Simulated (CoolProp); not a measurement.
Vapour-liquid equilibrium of propylene (1) + R134a (2) at 0.0204 MPa; x and y are mole fractions of (1).

The numbers come from the multi-fluid Helmholtz-energy mixture model, Lemmon 2013 and Tillner-Roth 1994; pair parameters Bell 2016 in CoolProp.

| x | bubble temperature, mixture model (K) | bubble temperature, Raoult's law (K) | y, mixture model | y, Raoult's law |
|---|---|---|---|---|
| 0.05 | [?] | 215.3 | 0.424 | 0.152 |
| 0.125 | 202.6 | 212.8 | 0.661 | 0.334 |
| 0.2 | [?] | 210.5 | 0.750 | 0.475 |
| 0.275 | [?] | 208.5 | 0.790 | 0.586 |
| 0.35 | [?] | 206.6 | 0.809 | 0.673 |
| 0.425 | 196.2 | 205.0 | [?] | 0.744 |
| 0.5 | 196.0 | 203.4 | 0.826 | 0.801 |
| 0.575 | 195.9 | 202.0 | 0.830 | 0.847 |
| 0.65 | 195.8 | 200.7 | [?] | 0.886 |
| 0.725 | 195.6 | 199.4 | 0.844 | 0.919 |
| 0.8 | 195.4 | 198.3 | [?] | 0.946 |
| 0.875 | 195.3 | 197.2 | 0.888 | 0.969 |
| 0.95 | 195.3 | 196.2 | 0.941 | 0.988 |

Question: Fill in the missing entries.

Answer: 
- 0.05, bubble temperature, mixture model (K): 209.2
- 0.2, bubble temperature, mixture model (K): 199.3
- 0.275, bubble temperature, mixture model (K): 197.5
- 0.35, bubble temperature, mixture model (K): 196.7
- 0.425, y, mixture model: 0.820
- 0.65, y, mixture model: 0.835
- 0.8, y, mixture model: 0.860

The largest gap from Raoult's law is -11.2 K in bubble temperature, at x = 0.2. y crosses x between x = 0.875 and 0.95: the model has an azeotrope there.

The pair parameters rest on a limited set of measurements; away from them the model extrapolates. With so large a gap from Raoult's law the liquid may split in two, which this calculation doesn't test in full.
